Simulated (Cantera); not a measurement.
An isothermal, constant-pressure homogeneous reactor starts with H2 : O2 : N2 : H2O = 1.6 : 1 : 1.5 : 0.05 (molar parts), equivalence ratio 0.80, at 1150 K and 0.217 atm.

Detailed kinetics in Cantera: the H2/O2 subset of GRI-Mech 3.0, which has no nitrogen chemistry. The temperature is held fixed by assumption; the heat of reaction is taken as removed at once.

x: mole fraction; the columns are a selection and need not sum to one.

```json
[
 {"t (s)": "2.00e-6", "x H2": "0.386", "x O2": "0.241", "x HO2": "1.06e-9", "x OH": "4.02e-11", "x O": "6.01e-11", "x H2O": "0.0120", "x H2O2": "<1e-12"},
 {"t (s)": "6.21e-6", "x H2": "0.386", "x O2": "0.241", "x HO2": "___", "x OH": "2.22e-10", "x O": "4.16e-10", "x H2O": "0.0120", "x H2O2": "3.35e-12"},
 {"t (s)": "1.93e-5", "x H2": "0.386", "x O2": "0.241", "x HO2": "1.13e-8", "x OH": "1.79e-9", "x O": "3.62e-9", "x H2O": "0.0120", "x H2O2": "3.38e-11"},
 {"t (s)": "5.99e-5", "x H2": "0.386", "x O2": "0.241", "x HO2": "1.67e-7", "x OH": "1.49e-7", "x O": "3.06e-7", "x H2O": "0.0121", "x H2O2": "7.10e-10"},
 {"t (s)": "0.000186", "x H2": "0.122", "x O2": "0.130", "x HO2": "4.78e-5", "x OH": "0.00782", "x O": "0.0179", "x H2O": "0.226", "x H2O2": "3.62e-6"},
 {"t (s)": "0.000578", "x H2": "0.00924", "x O2": "0.0635", "x HO2": "3.59e-5", "x OH": "0.00217", "x O": "0.00147", "x H2O": "0.476", "x H2O2": "6.95e-6"},
 {"t (s)": "0.00179", "x H2": "0.000989", "x O2": "0.0600", "x HO2": "1.68e-5", "x OH": "0.000485", "x O": "0.000102", "x H2O": "0.491", "x H2O2": "3.07e-6"},
 {"t (s)": "0.00557", "x H2": "0.000109", "x O2": "0.0597", "x HO2": "3.38e-6", "x OH": "0.000160", "x O": "1.02e-5", "x H2O": "0.492", "x H2O2": "7.96e-7"},
 {"t (s)": "0.0173", "x H2": "1.06e-5", "x O2": "0.0597", "x HO2": "4.56e-7", "x OH": "6.45e-5", "x O": "1.49e-6", "x H2O": "0.492", "x H2O2": "1.91e-7"},
 {"t (s)": "0.0537", "x H2": "1.33e-6", "x O2": "0.0597", "x HO2": "7.91e-8", "x OH": "2.97e-5", "x O": "3.11e-7", "x H2O": "0.493", "x H2O2": "4.94e-8"},
 {"t (s)": "0.167", "x H2": "___", "x O2": "0.0597", "x HO2": "___", "x OH": "___", "x O": "___", "x H2O": "0.493", "x H2O2": "___"},
 {"t (s)": "0.518", "x H2": "8.31e-8", "x O2": "0.0597", "x HO2": "7.24e-9", "x OH": "8.44e-6", "x O": "2.52e-8", "x H2O": "0.493", "x H2O2": "4.64e-9"},
 {"t (s)": "1.61", "x H2": "3.05e-8", "x O2": "0.0597", "x HO2": "4.49e-9", "x OH": "4.98e-6", "x O": "8.81e-9", "x H2O": "0.493", "x H2O2": "1.67e-9"},
 {"t (s)": "5.00", "x H2": "1.94e-8", "x O2": "0.0597", "x HO2": "4.41e-9", "x OH": "3.63e-6", "x O": "4.70e-9", "x H2O": "0.493", "x H2O2": "9.12e-10"}
]
```

Complete the blanks.


- 6.21e-6, x HO2: 3.33e-9
- 0.167, x H2: 2.89e-7
- 0.167, x HO2: 2.03e-8
- 0.167, x OH: 1.53e-5
- 0.167, x O: 8.30e-8
- 0.167, x H2O2: 1.45e-8
